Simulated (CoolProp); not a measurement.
A single-stage vapour-compression cycle with R410A: evaporating at 250.15 K (dew point), condensing at 303.15 K (bubble point), superheat 5 K, subcooling 0 K, compressor efficiency 0.7, no pressure losses. Each further row changes one setting.

The numbers come from the reference Helmholtz-energy equation of state, Lemmon 2003 in CoolProp. It is a pseudo-pure fit of the blend.

```tsv
case	cooling COP	pressure ratio	discharge temperature (K)	refrigerating effect (kJ/kg)	volumetric capacity (kJ/m³)
as stated	(withheld)	5.30	353.4	169	2270
evaporating temperature 255.15 K	(withheld)	(withheld)	(withheld)	(withheld)	2760
condensing temperature 298.15 K	(withheld)	4.65	(withheld)	178	2380
subcooling 5 K	2.56	5.30	353.4	178	2380
superheat 15 K	2.42	5.30	365.6	178	2260
compressor efficiency 0.6	2.08	5.30	364.2	169	2270
```

Problem. Complete the blanks.

Solution. 
- as stated, cooling COP: 2.43
- evaporating temperature 255.15 K, cooling COP: 2.80
- evaporating temperature 255.15 K, pressure ratio: 4.39
- evaporating temperature 255.15 K, discharge temperature (K): 347.8
- evaporating temperature 255.15 K, refrigerating effect (kJ/kg): 171
- condensing temperature 298.15 K, cooling COP: 2.79
- condensing temperature 298.15 K, discharge temperature (K): 345.2
